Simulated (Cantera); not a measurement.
Source: NASA polynomial tables (part measured, part estimated), evaluated in Cantera. Values are per mole of reaction as written; species without (g) are pure solids or liquids, kept so even where they would boil at 1 bar.

**Question.** Between 1548 and 2548 K, where is each reaction favourable under standard conditions?
- PbCl2(g) ⇌ Pb + 2 Cl(g)

**Answer.** 
- PbCl2(g) ⇌ Pb + 2 Cl(g): ΔG° is 267 kJ at 1548 K and 150 kJ at 2548 K; it stays positive (K < 1). ΔH° is 455 kJ and ΔS° 120 J/K at 2548 K.
